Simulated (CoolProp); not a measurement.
Vapour-liquid equilibrium of CH2F2 (R32) (1) + R236EA (2) at 667 kPa; x and y are mole fractions of (1).

Computed with CoolProp (multi-fluid Helmholtz-energy mixture model, Tillner-Roth 1997 and Rui 2013; pair parameters Bell 2016).

Problem. Give the bubble temperature and the first vapour's composition at x = 0.35, 0.45, 0.85. Is there an azeotrope?

Solution. x = 0.35: 26.9 °C, y = 0.751; x = 0.45: 19.5 °C, y = 0.834; x = 0.85: -0.9 °C, y = 0.979. No azeotrope shows between x = 0.05 and 0.95.

The pair parameters rest on a limited set of measurements; away from them the model extrapolates.
